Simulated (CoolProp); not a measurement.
n-decane at several states: density (kg/m³) from the reference equation and from simpler models built on Tc = 617.7 K, pc = 2.101 MPa, ω = 0.488; each cubic takes its own stable root.

Computed with CoolProp (reference Helmholtz-energy equation of state, Lemmon 2006). It is a short technical equation, of lower accuracy than the large ones.

```tsv
T (K)	p (MPa)	phase	reference
299.3	3.1	liquid	728.0
499.9	1.99	liquid	558.0
330.7	0.48	liquid	701.6
249	2.8	liquid	766.6
295.7	1.55	liquid	729.6
408.5	3.57	liquid	643.9
```

Task: How far does each simpler model (van der Waals, Soave-Redlich-Kwong) lie from the reference over these 6 states: mean and median of the absolute difference, and the worst?

Result: 
- van der Waals: mean 45.8 %, median 46.3 %, worst -47.1 % at 249 K and 2.8 MPa
- Soave-Redlich-Kwong: mean 17.2 %, median 17.3 %, worst -19.4 % at 249 K and 2.8 MPa
